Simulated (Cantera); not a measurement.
# Equilibrium for fluorocarbon and chlorocarbon gases: C2F6 + H2

Input: 1 mol C2F6, 4.7 mol H2, at 2623 K.

These are equilibrium values from Cantera (NASA tables, ideal gas, pure condensed phases), not measurements of a reactor. Candidate condensed phases: C, C6H6, C7H8, C8H18; 95 gas species. The feed counts by its element totals alone. Rates play no part.

```
P (Pa)   x HF     x H       x F     x H2      x C3       x C  n C(graphite)
------  -----  ------  --------  -------  --------  --------  -------------
1       0.214   0.479     0.225  0.00129    0.0305    0.0386              0
4.20    0.398   0.407     0.117  0.00393    0.0464    0.0170              0
18      0.558   0.360    0.0433   0.0131    0.0171   0.00463           1.37
75      0.636   0.304    0.0140   0.0390   0.00409   0.00111           1.84
320     0.685   0.219   0.00491   0.0868  0.000960  0.000260           1.94
1300    0.723   0.136   0.00205    0.136  0.000236   6.41e-5           1.95
5600    0.749  0.0740  0.000909    0.173   5.48e-5   1.49e-5           1.95
24000   0.764  0.0379  0.000422    0.194   1.28e-5   3.47e-6           1.94
100000  0.771  0.0191  0.000203    0.205   3.07e-6   8.33e-7           1.94
```
x: gas mole fraction; n: condensed amount in mol.

From 0.00750 Torr to 0.0315 Torr nothing is condensed. From 0.135 Torr to 750 Torr the condensed part is C(graphite). The main C-bearing gas is C3 at 0.00750 Torr and C2H2 (acetylene) at 750 Torr.
